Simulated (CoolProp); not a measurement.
Properties of dimethyl carbonate along the isobar 0.101 MPa.

Values from CoolProp's reference Helmholtz-energy equation of state, Zhou 2011.

| T (K) | phase | density (kg/m³) | cv (kJ/(kg K)) | speed of sound (m/s) | fugacity coefficient |
|---|---|---|---|---|---|
| 397.5 | gas | 2.813 | 1.348 | 194.4 | 0.9791 |
| 415.1 | gas | 2.686 | 1.391 | 198.9 | 0.9819 |
| 432.7 | gas | 2.570 | 1.433 | 203.3 | 0.9841 |
| 450.3 | gas | 2.465 | 1.474 | 207.6 | 0.9860 |
| 467.9 | gas | 2.368 | 1.514 | 211.7 | 0.9877 |
| 485.5 | gas | 2.279 | 1.552 | 215.8 | 0.9890 |
| 503.1 | gas | 2.197 | 1.589 | 219.7 | 0.9902 |
| 520.7 | gas | 2.120 | 1.625 | 223.6 | 0.9912 |
| 538.3 | gas | 2.049 | 1.660 | 227.4 | 0.9921 |
| 555.9 | gas | 1.983 | 1.692 | 231.1 | 0.9929 |
| 573.5 | gas | 1.920 | 1.724 | 234.8 | 0.9936 |
